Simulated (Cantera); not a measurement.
Cantera run, input and output.

```python
import numpy as np
import cantera as ct

gas = ct.Solution("gri30.yaml", transport_model="mixture-averaged")
show = ['CH4', 'H2O', 'O']

rows = []
print(f"{'T/K':>7s}{'rho':>11s}{'cp':>10s}{'mu':>11s}{'lambda':>11s}{'Pr':>7s}" + "".join(f"{'D_' + s:>11s}" for s in show))
for T in [400, 500, 600, 700, 800, 900, 1000]:
    gas.TPX = T, 300, {'C3H8': 0.99, 'C2H2': 0.25, 'C2H4': 0.21, 'NH3': 0.97}
    Pr = gas.cp_mass * gas.viscosity / gas.thermal_conductivity
    D = [gas.mix_diff_coeffs_mole[gas.species_index(s)] for s in show]
    rows.append([gas.density, gas.cp_mass, gas.viscosity, gas.thermal_conductivity, Pr, *D])
    print(f"{T:7g}{gas.density:11.4e}{gas.cp_mass:10.1f}{gas.viscosity:11.4e}"
          f"{gas.thermal_conductivity:11.4e}{Pr:7.3f}" + "".join(f"{d:11.4e}" for d in D))
print("SI units: kg/m3, J/kg/K, Pa s, W/m/K, m2/s")
```

Output:

```
    T/K        rho        cp         mu     lambda     Pr      D_CH4      D_H2O        D_O
    400 2.7053e-03    2125.6 1.2306e-05 3.6415e-02  0.718 9.4040e-03 8.8862e-03 1.3591e-02
    500 2.1642e-03    2463.3 1.5117e-05 5.1000e-02  0.730 1.4162e-02 1.3857e-02 2.0208e-02
    600 1.8035e-03    2766.2 1.7747e-05 6.6438e-02  0.739 1.9649e-02 1.9784e-02 2.7788e-02
    700 1.5459e-03    3030.6 2.0219e-05 8.2316e-02  0.744 2.5808e-02 2.6593e-02 3.6261e-02
    800 1.3526e-03    3258.7 2.2553e-05 9.8378e-02  0.747 3.2593e-02 3.4220e-02 4.5573e-02
    900 1.2023e-03    3458.5 2.4766e-05 1.1446e-01  0.748 3.9970e-02 4.2613e-02 5.5681e-02
   1000 1.0821e-03    3643.6 2.6874e-05 1.3044e-01  0.751 4.7911e-02 5.1730e-02 6.6551e-02
SI units: kg/m3, J/kg/K, Pa s, W/m/K, m2/s
```

Cantera simulation using GRI-Mech 3.0 (53 species, 325 reactions); the numbers are that mechanism's predictions, not measurements. Polar gases are described roughly by these parameters.
